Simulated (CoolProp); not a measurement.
A closed Brayton cycle with carbon dioxide: compressor inlet 319.15 K and 9.7 MPa, high pressure 31.1 MPa, turbine inlet 665 K, compressor efficiency 0.8, turbine efficiency 0.93, recuperator effectiveness 0.95 (on enthalpy, no pinch check). Each further row changes one setting.

Model: reference Helmholtz-energy equation of state, Span 1996, in CoolProp.

```tsv
case	thermal efficiency (%)	net work (kJ/kg)	compressor to turbine work	compressor exit (K)	turbine exit (K)
as stated	29.8	70.8	0.41	386.8	537.6
turbine inlet 615 K	26.2	58.5	0.45	386.8	492.7
compressor inlet 329.15 K	26.2	56.5	0.53	420.9	537.6
high pressure 26.4 MPa	29.7	65.3	0.38	376.6	555.0
recuperator effectiveness 0.5	22.2	70.8	0.41	386.8	537.6
```
